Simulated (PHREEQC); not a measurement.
Make-up at 92 °C: 0.0012 mol Al2(SO4)3, 0.0047 mol ZnCl2 and 0.0046 mol HCl per kg of water. Closed to the air; pH follows from the charge balance.

All values are PHREEQC results (ion-association model, phreeqc.dat), not measurements.

Each row changes one thing in this solution. No solid was allowed to form.

| case | pH | ionic strength (mol/kgw) | Cl- (mol/kgw) | Zn+2 (mol/kgw) | AlSO4+ (mol/kgw) | Al+3 (mol/kgw) | SI of Gibbsite (Al(OH)3) |
|---|---|---|---|---|---|---|---|
| as made | 2.50 | 0.0243 | 0.0132 | 0.00362 | 0.00117 | 0.00111 | -1.05 |
| ZnCl2 from 0.0047 to 0.00517 mol/kgw | 2.50 | 0.0255 | 0.0141 | 0.00396 | 0.00116 | 0.00112 | -1.06 |
| HCl left out | [?] | [?] | 0.00887 | 0.00360 | 0.00118 | 0.000627 | [?] |
| diluted 10-fold with water | 3.29 | 0.00287 | 0.00139 | 0.000435 | 5.82e-5 | [?] | +0.52 |
| ZnCl2 from 0.0047 to 0.0235 mol/kgw | 2.50 | 0.0673 | 0.0436 | 0.0150 | 0.000821 | 0.00146 | -1.13 |

Task: Fill in the missing entries.

Result: 
- HCl left out, pH: 3.34
- HCl left out, ionic strength (mol/kgw): 0.0196
- HCl left out, SI of Gibbsite (Al(OH)3): +1.26
- diluted 10-fold with water, Al+3 (mol/kgw): 8.53e-5

Some of these states are supersaturated (in Gibbsite (slow to form), for instance). Away from 25 °C the constants follow the database's enthalpies or fits; those with neither stay at their 25 °C values.
